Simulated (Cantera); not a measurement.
What does this Cantera script print?

```python
import numpy as np
import cantera as ct

gas_names = """
    Cu CuO Cu2 H HO2 H2 H2O H2O2 O OH O2 O3
""".split()
cond_names = """
    Cu(cr) Cu(L) CuO(s) CuO2H2(s) Cu2O(s) Cu2O(L) H2O(s) H2O(L)
""".split()


# ... load() reads the species with a 1 bar reference pressure and builds the phases ...
atoms = {
    'CuO': {'Cu': 1, 'O': 1},
    'H2': {'H': 2},
    'H2O': {'H': 2, 'O': 1},
}
top_T = {'CuO(s)': 1390}  # K; cautious upper limits of use, not melting points


# ... equilibrate(T, P, feed) seeds the gas with the atoms and calls Mixture.equilibrate('TP', solver="vcs", rtol=1e-11, max_steps=5000) ...
results = []
feed = {'CuO': 1, 'H2': 590, 'H2O': 0.1}  # mol
P = 101325  # Pa
for T in [1150, 1200, 1250, 1300, 1350, 1400, 1450, 1500, 1550, 1600]:
    mix = equilibrate(T, P, feed)
    results.append((T, P, feed, dict(zip(mix.species_names, mix.species_moles))))

top = {s: max(r[3][s] / sum(r[3][g] for g in gas_names) for r in results) for s in gas_names}
cols = sorted((s for s in top if top[s] > 0.001), key=lambda s: -top[s])[:8]
seen = [c for c in cond_names if any(r[3].get(c, 0) > 1e-12 for r in results)]
print("log10 of partial pressures in bar; condensed amounts in mol")
print(f"{'T/K':>10s}" + "".join(f"{s[:9]:>10s}" for s in cols + seen))
for T, P, feed, n in results:
    ng = sum(n[g] for g in gas_names)
    print(f"{T:10.4g}" + "".join(f"{np.log10(max(n[s] / ng * P / 1e5, 1e-99)):10.3f}" for s in cols)
          + "".join(f"{n.get(c, 0):10.4g}" for c in seen))
```

Result:

```
log10 of partial pressures in bar; condensed amounts in mol
       T/K        H2       H2O    Cu(cr)     Cu(L)
      1150     0.005    -2.724         1         0
      1200     0.005    -2.724         1         0
      1250     0.005    -2.724         1         0
      1300     0.005    -2.724    0.9999         0
      1350     0.005    -2.724    0.9997         0
      1400     0.005    -2.724         0    0.9992
      1450     0.005    -2.724         0     0.998
      1500     0.005    -2.724         0    0.9952
      1550     0.005    -2.724         0    0.9892
      1600     0.005    -2.724         0    0.9768
```

Cantera equilibrium calculation (NASA polynomials, part measured and part estimated; ideal gas, pure solids and liquids).
